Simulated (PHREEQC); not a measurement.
**Nickel, zinc or cadmium bath: an equilibrium model**

Make-up at 25 °C: 0.00061 mol CdSO4, 0.0033 mol KCl and 0.011 mol MnSO4 per kg of water. Closed to the air; pH follows from the charge balance.

All values are PHREEQC results (ion-association model, phreeqc.dat), not measurements.

No solid was allowed to form.

Task: What pH does the model give?

Result: pH 6.49.

Task: In which forms is K present?

Result: K+ 97 %, KSO4- 2.8 % of the K.

Species that the database lacks are ignored.
